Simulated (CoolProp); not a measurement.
Properties of propane along the isobar 2250 kPa (Tc = 369.9 K, pc = 4251 kPa, ω = 0.152).

The numbers come from the reference Helmholtz-energy equation of state, Lemmon 2009 in CoolProp.

```csv
T (K),phase,cp (kJ/(kg K)),conductivity (mW/(m K))
214.3,liquid,2.168,141
221.2,liquid,?,137
228.1,liquid,2.222,133
235.1,liquid,2.253,129
242,liquid,2.285,125
248.9,liquid,?,?
255.8,liquid,2.359,117
262.8,liquid,2.400,?
269.7,liquid,?,?
276.6,liquid,2.493,106
283.5,liquid,2.546,?
```

Some entries are withheld; supply them.


- 221.2, cp (kJ/(kg K)): 2.194
- 248.9, cp (kJ/(kg K)): 2.321
- 248.9, conductivity (mW/(m K)): 121
- 262.8, conductivity (mW/(m K)): 113
- 269.7, cp (kJ/(kg K)): 2.445
- 269.7, conductivity (mW/(m K)): 110
- 283.5, conductivity (mW/(m K)): 103

Thermal conductivity comes from a separate model (Marsh 2002).
